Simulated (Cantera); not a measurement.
A Cantera script and what it prints.

```python
import numpy as np
import cantera as ct

gas_names = """
    CO PbO
""".split()
cond_names = """
    Pb(cr) Pb(L) C(gr)
""".split()


def load(file, names, dense=False):
    # The tables refer to 1 bar. Condensed volumes are neglected.
    table = {s.name: s for s in ct.Species.list_from_file(file)}
    out = []
    for n in names:
        d = dict(table[n].input_data)
        d["thermo"] = dict(d["thermo"], **{"reference-pressure": 1e5})
        if dense:
            d["equation-of-state"] = {"model": "constant-volume", "density": "1e6 g/cm^3"}
        out.append(ct.Species.from_dict(d))
    return out


species = {s.name: s for s in load("nasa_gas.yaml", gas_names) + load("nasa_condensed.yaml", cond_names)}
# Each term lists the table entries of one substance; the one whose range holds T is used.
reactions = {
    'CO(g) + Pb = PbO(g) + C':
        [(-1, ['CO']), (-1, ['Pb(cr)', 'Pb(L)']), (1, ['PbO']), (1, ['C(gr)'])],
}


def pick(names, T):
    return next(species[n] for n in names if species[n].thermo.min_temp <= T <= species[n].thermo.max_temp)


results = []
for label, terms in reactions.items():
    print(label)
    print("     T/K   dH/kJ  dS/(J/K)   dG/kJ   log10 K")
    for T in [423, 473, 523, 573, 623, 673]:
        used = [(nu, pick(names, T)) for nu, names in terms]
        dH = sum(nu * s.thermo.h(T) for nu, s in used) / 1e6
        dS = sum(nu * s.thermo.s(T) for nu, s in used) / 1e3
        dG = dH - T * dS / 1e3
        logK = -dG * 1e6 / (ct.gas_constant * T * np.log(10))
        results.append((label, T, dH, dS, dG, logK, [s.name for _, s in used]))
        print(f"{T:8g} {dH:8.1f} {dS:8.1f} {dG:8.1f} {logK:8.2f}")
```

Output:

```
CO(g) + Pb = PbO(g) + C
     T/K   dH/kJ  dS/(J/K)   dG/kJ   log10 K
     423    179.3    -21.1    188.2   -23.24
     473    178.8    -22.2    189.3   -20.90
     523    178.3    -23.1    190.4   -19.02
     573    177.9    -23.8    191.6   -17.46
     623    172.7    -32.5    193.0   -16.18
     673    172.3    -33.1    194.6   -15.10
```

Source: NASA polynomial tables (part measured, part estimated), evaluated in Cantera. Condensed species are held in their standard states even where they would react or evaporate.
